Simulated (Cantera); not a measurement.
## Premixed flame

A freely propagating, adiabatic, planar premixed flame of 11.2 % CH4, 4.60 % CO, 17.7 % O2, 66.4 % N2, equivalence ratio 1.4, unburnt at 650 K and 1.09 atm; mixture-averaged transport, grid criteria slope 0.08 and curve 0.16, no radiation.

Computed with Cantera and GRI-Mech 3.0 (53 species, 325 reactions). Burning velocities carry a grid error of a few per cent, more on coarse grids.

```csv
z (mm),T (K),u (m/s),x CH4,x CO,x O2,x HCO,x N2O,x OH
-0.982,650,1.20,0.112,0.0459,0.177,<1e-8,<1e-8,<1e-8
-0.655,653,1.21,0.111,0.0458,0.176,<1e-8,<1e-8,<1e-8
-0.491,666,1.24,0.110,0.0458,0.174,<1e-8,<1e-8,3.04e-8
-0.327,749,1.41,0.103,0.0473,0.167,<1e-8,<1e-8,1.24e-6
-0.164,1165,2.23,0.0710,0.0615,0.131,1.58e-6,<1e-8,3.76e-5
-0.0819,1552,3.02,0.0391,0.0800,0.0895,2.06e-5,1.61e-8,0.000301
0,1902,3.73,0.0111,0.0992,0.0439,5.53e-5,2.67e-8,0.00150
0.0819,2074,4.07,0.00148,0.104,0.0166,3.06e-5,2.92e-8,0.00355
0.164,2125,4.16,0.000134,0.0995,0.00626,5.68e-6,2.74e-8,0.00481
0.327,2151,4.19,1.24e-6,0.0918,0.00188,2.91e-7,2.24e-8,0.00513
0.655,2174,4.23,<1e-8,0.0887,0.00112,1.86e-7,1.88e-8,0.00468
1.31,2202,4.27,<1e-8,0.0886,0.000748,1.49e-7,1.66e-8,0.00396
2.62,2231,4.32,<1e-8,0.0889,0.000417,1.08e-7,1.43e-8,0.00303
```
x: mole fraction of selected species; z is measured from the peak of heat release.

The laminar burning velocity comes out as 119 cm/s and the thermal thickness is 0.327 mm. The peak x(HCO) is 5.57e-5, the peak x(OH) comes out as 0.00517 and the grid points comes out as 150.
